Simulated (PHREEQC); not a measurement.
Consider water at 25 °C with 0.071 mol HF, 0.0037 mol (CH3)4NF, 0.058 mol H2SiF6 and 0.021 mol HCl per kg of water. Closed to the air; pH follows from the charge balance.

The numbers come from PHREEQC with the ion-association model, wateq4f.dat.

```
Item                      Value
----------------  -------------
pH                         0.97
ionic strength    0.196 mol/kgw
total alkalinity    -440 meq/kg
```

```
species   molality  activity   log γ
--------  --------  --------  ------
H+           0.134     0.107  -0.098
SiF6-2      0.0580    0.0174  -0.523
HF          0.0565    0.0591   0.020
Cl-         0.0210    0.0150  -0.147
H2F2       0.00871   0.00911   0.020
(CH3)4N+   0.00370   0.00266  -0.143
F-        0.000520  0.000369  -0.150
HF2-      0.000118   8.36e-5  -0.150
H4SiO4     3.28e-8   3.43e-8   0.020
```

Precipitation was switched off in this run. Species that the database lacks are ignored. (CH3)4N+ isn't in the database: it is added as a free cation with an ion size of 4 Å. SiF6-2 is the database's only silicon fluoride.
